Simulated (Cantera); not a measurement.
What does this Cantera script print?

```python
import numpy as np
import cantera as ct

gas_names = """
    CL CL2 H HCL H2 Si SiCL SiCL2 SiCL3 SiCL4 SiH SiHCL3 SiH2 SiH2CL2 SiH3 SiH3CL SiH4 Si2 Si3
""".split()
cond_names = """
    Si(cr) Si(L)
""".split()


# ... load() reads the species with a 1 bar reference pressure and builds the phases ...
atoms = {
    'SiHCl3': {'Si': 1, 'H': 1, 'CL': 3},
    'H2': {'H': 2},
}
top_T = {}  # K; cautious upper limits of use, not melting points


# ... equilibrate(T, P, feed) seeds the gas with the atoms and calls Mixture.equilibrate('TP', solver="vcs", rtol=1e-11, max_steps=5000) ...
results = []
T = 1375  # K
P = 620  # Pa
for m in [64, 110, 150, 200, 240, 290, 330, 380, 420, 460, 510, 550]:
    feed = {'SiHCl3': 1, 'H2': m}  # mol
    mix = equilibrate(T, P, feed)
    results.append((T, P, feed, dict(zip(mix.species_names, mix.species_moles))))
    x = sorted(zip(gas.X, gas.species_names), reverse=True)
    print(f"T = {T:g} K  P = {P:g} Pa  n(H2) = {m:g} mol  gas = {mix.phase_moles(0):.4g} mol")
    print("   x: " + "  ".join(f"{s} {v:.3e}" for v, s in x if v > 1e-06))
    print("   condensed (mol): " + ("  ".join(f"{mix.phase(i).name} {mix.phase_moles(i):.4g}"
          for i in range(1, mix.n_phases) if mix.phase_moles(i) > 1e-12) or "none"))
```

It prints:

```
T = 1375 K  P = 620 Pa  n(H2) = 64 mol  gas = 66 mol
   x: H2 9.588e-01  HCL 3.696e-02  SiCL2 4.107e-03  SiCL3 7.335e-05  H 4.261e-05  SiHCL3 9.962e-06  SiCL4 6.020e-06  SiH2CL2 2.442e-06  CL 1.360e-06
   condensed (mol): Si(cr) 0.7228
T = 1375 K  P = 620 Pa  n(H2) = 110 mol  gas = 112 mol
   x: H2 9.748e-01  HCL 2.346e-02  SiCL2 1.627e-03  H 4.297e-05  SiCL3 1.830e-05  SiHCL3 2.506e-06
   condensed (mol): Si(cr) 0.8151
T = 1375 K  P = 620 Pa  n(H2) = 150 mol  gas = 152 mol
   x: H2 9.812e-01  HCL 1.784e-02  SiCL2 9.345e-04  H 4.311e-05  SiCL3 7.963e-06  SiHCL3 1.094e-06
   condensed (mol): Si(cr) 0.8563
T = 1375 K  P = 620 Pa  n(H2) = 200 mol  gas = 202 mol
   x: H2 9.857e-01  HCL 1.373e-02  SiCL2 5.515e-04  H 4.320e-05  SiCL3 3.610e-06
   condensed (mol): Si(cr) 0.8876
T = 1375 K  P = 620 Pa  n(H2) = 240 mol  gas = 242 mol
   x: H2 9.880e-01  HCL 1.160e-02  SiCL2 3.927e-04  H 4.325e-05  SiCL3 2.169e-06
   condensed (mol): Si(cr) 0.9042
T = 1375 K  P = 620 Pa  n(H2) = 290 mol  gas = 292 mol
   x: H2 9.900e-01  HCL 9.719e-03  SiCL2 2.750e-04  H 4.330e-05  SiCL3 1.271e-06
   condensed (mol): Si(cr) 0.9191
T = 1375 K  P = 620 Pa  n(H2) = 330 mol  gas = 332 mol
   x: H2 9.911e-01  HCL 8.602e-03  SiCL2 2.152e-04  H 4.332e-05
   condensed (mol): Si(cr) 0.928
T = 1375 K  P = 620 Pa  n(H2) = 380 mol  gas = 382 mol
   x: H2 9.923e-01  HCL 7.522e-03  SiCL2 1.643e-04  H 4.335e-05
   condensed (mol): Si(cr) 0.9367
T = 1375 K  P = 620 Pa  n(H2) = 420 mol  gas = 422 mol
   x: H2 9.930e-01  HCL 6.836e-03  SiCL2 1.356e-04  H 4.336e-05
   condensed (mol): Si(cr) 0.9423
T = 1375 K  P = 620 Pa  n(H2) = 460 mol  gas = 462 mol
   x: H2 9.936e-01  HCL 6.264e-03  SiCL2 1.138e-04  H 4.338e-05
   condensed (mol): Si(cr) 0.947
T = 1375 K  P = 620 Pa  n(H2) = 510 mol  gas = 512 mol
   x: H2 9.942e-01  HCL 5.671e-03  SiCL2 9.325e-05  H 4.339e-05
   condensed (mol): Si(cr) 0.9518
T = 1375 K  P = 620 Pa  n(H2) = 550 mol  gas = 552 mol
   x: H2 9.946e-01  HCL 5.272e-03  SiCL2 8.055e-05  H 4.340e-05
   condensed (mol): Si(cr) 0.9551
```

These are equilibrium values from Cantera (NASA tables, ideal gas, pure condensed phases), not measurements of a reactor. The tables' values for SiCl3 are old estimates; treat these amounts as uncertain.
